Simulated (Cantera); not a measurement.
**TiCl4 + O2 + H2 (titanium nitride, carbide and oxide coatings)**

Input: 1 mol TiCl4, 0.081 mol O2, 40 mol H2.

Cantera equilibrium calculation (NASA polynomials, part measured and part estimated; ideal gas, pure solids and liquids). Candidate condensed phases: H2O, Ti, TiCl2, TiCl3, TiCl4, TiO, TiO2, Ti2O3, Ti3O5, Ti4O7; 23 gas species. Mutual solubility and eutectic melting of coexisting phases are not modelled. The tables' values for TiCl2 are old estimates. TiO: taken at fixed stoichiometry. Condensed phases not in the tables: TiOCl. Rates play no part.

Problem. Map the stable condensed phases over T = 1125, 1175, 1225, 1275, 1325, 1375, 1425, 1475, 1525, 1575, 1625, 1675 K and P in Pa = 10, 32, 100, 320, 1000, 3200, 10000, 32000, 100000.

Solution. 
```
T in K \ P in Pa
             10     32    100    320   1000   3200  10000  32000 100000
   1675       A      A      A      A      A      A      A      A      A
   1625       A      A      A      A      A      A      A      A      A
   1575       A      A      A      A      A      A      A      A      A
   1525       A      A      A      A      A      A      A      A      A
   1475       A      A      A      A      A      A      A      A      A
   1425       A      A      A      A      A      A      A      A      A
   1375       A      A      A      A      A      A      A      A      A
   1325       A      A      A      A      A      A      A      A      B
   1275       A      A      A      A      A      A      A      B      C
   1225       A      A      A      A      A      A      B      C      C
   1175       A      A      A      A      A      C      C      C      C
   1125       A      A      A      B      C      C      C      C      C
```
A: TiO; B: TiO + Ti2O3; C: Ti2O3.
